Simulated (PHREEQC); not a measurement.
Solution (25 °C): 5.3 mmol/kgw HCl and 12 mmol/kgw CaCl2. Closed to the air; pH follows from the charge balance.

Computed with PHREEQC (ion-association model, wateq4f.dat).

No solid was allowed to form.

Problem. What pH does the model give?

Solution. pH 2.34.
